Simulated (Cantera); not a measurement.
Feed: 1 mol Si₃N₄, 0.73 mol H₂O, 7.6 mol N₂, at 1002 °C and 13.3 mbar.

Equilibrium computed with Cantera from the NASA thermochemical tables; the gas is ideal and each condensed phase is pure. Candidate condensed phases: H₂O, Si, SiO₂, Si₂N₂O, Si₃N₄; 35 gas species. Mutual solubility and eutectic melting of coexisting phases are not modelled. Rates play no part.

Task: What is the equilibrium state?

Result: 
```json
{
  "x(N₂)": "0.915",
  "x(H₂)": "0.0851",
  "x(H)": "1.86e-6",
  "n(Si₂N₂O(s))": "0.730 mol",
  "n(Si₃N₄(s))": "0.513 mol",
  "gas_amount": "8.573 mol",
  "log10 activity of Si(s) (absent)": "-3.12"
}
```
